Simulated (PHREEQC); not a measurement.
# Ultrapure water in contact with air or piping: speciation

A made-up water analysis in mg/kgw, 20 °C, pH 6.2, pe 2.2: Na 0.0104; K 0.00646; Ca 0.00616; Mg 0.00616; Cl 0.0272; S(6) as SO4 0.0129; Alkalinity as HCO3 0.0238; Br 0.00274; F 9.39e-05; Zn 0.000537; Si as SiO2 0.00158.

Valence states are taken as typed.

All values are PHREEQC results (ion-association model, phreeqc.dat), not measurements.

```json
{
  "ionic_strength": "2.64e-6 mol/kgw",
  "charge_balance_error": "-0.4 %"
}
```

```csv
species,molality,activity,log γ
CO2,1.53e-6,1.53e-6,0.000
HCO3-,1.01e-6,1.01e-6,-0.001
Cl-,7.67e-7,7.66e-7,-0.001
H+,6.32e-7,6.31e-7,-0.001
Na+,4.52e-7,4.51e-7,-0.001
Mg+2,2.53e-7,2.51e-7,-0.003
```

No solid was allowed to form. SiF6-2 is the database's only silicon fluoride.
